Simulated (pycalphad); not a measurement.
Cu-Mg solution, phase LIQUID, at 1100 K; mixing quantities and activities refer to the pure elements in the same phase at that temperature, stable or not. Over part of the range this solution is metastable.

CALPHAD calculation (pycalphad, COST 507 light-alloy database (1999)), 1 atm. The data set is of 1999 and partly superseded.

| x(Mg) | ΔH mix (kJ/mol) | ΔG mix (kJ/mol) | excess S (J/mol/K) | a(Cu) | a(Mg) |
|---|---|---|---|---|---|
| 0.02 | -0.88 | -1.67 | -0.09 | 0.978 | 0.000324 |
| 0.05 | ? | ? | -0.23 | ? | ? |
| 0.1 | -3.92 | -6.42 | -0.43 | 0.849 | 0.00389 |
| 0.2 | -6.70 | -10.44 | -0.76 | 0.644 | 0.0193 |
| 0.3 | -8.45 | -12.94 | -1.00 | 0.443 | 0.0598 |
| 0.4 | -9.26 | -14.17 | -1.14 | 0.282 | 0.139 |
| 0.5 | -9.24 | -14.28 | -1.19 | 0.168 | 0.263 |
| 0.6 | ? | ? | -1.14 | ? | ? |
| 0.7 | -7.07 | -11.57 | -1.00 | 0.0502 | 0.592 |
| 0.8 | -5.13 | -8.87 | -0.76 | 0.0243 | 0.753 |
| 0.9 | -2.74 | -5.24 | -0.43 | 0.00929 | 0.890 |
| 0.95 | -1.41 | -2.97 | -0.23 | 0.00416 | 0.948 |
| 0.98 | -0.57 | -1.36 | -0.09 | 0.00157 | 0.980 |

**Question.** Complete the blanks.

**Answer.** 
- 0.05, ΔH mix (kJ/mol): -2.11
- 0.05, ΔG mix (kJ/mol): -3.67
- 0.05, a(Cu): 0.936
- 0.05, a(Mg): 0.00114
- 0.6, ΔH mix (kJ/mol): -8.48
- 0.6, ΔG mix (kJ/mol): -13.38
- 0.6, a(Cu): 0.0945
- 0.6, a(Mg): 0.421
